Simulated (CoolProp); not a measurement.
Computed with CoolProp (reference Helmholtz-energy equation of state, Lemmon 2006). It is a short technical equation, of lower accuracy than the large ones.

Problem. For n-decane, give the phase and the cp (kJ/(kg K)), speed of sound (m/s), Joule-Thomson coefficient (K/MPa), viscosity (µPa s) at 193.95 °C and 30.4 bar; 283.15 °C and 30.4 bar; 308.65 °C and 30.4 bar.

Solution. 
- 193.95 °C and 30.4 bar: liquid; cp 2.88, speed of sound 681, Joule-Thomson coefficient -0.168, viscosity 186
- 283.15 °C and 30.4 bar: liquid; cp 3.29, speed of sound 399, Joule-Thomson coefficient 0.283, viscosity 102
- 308.65 °C and 30.4 bar: liquid; cp 3.44, speed of sound 313, Joule-Thomson coefficient 0.654, viscosity 84.2

Viscosity comes from a separate model (Huber 2004).
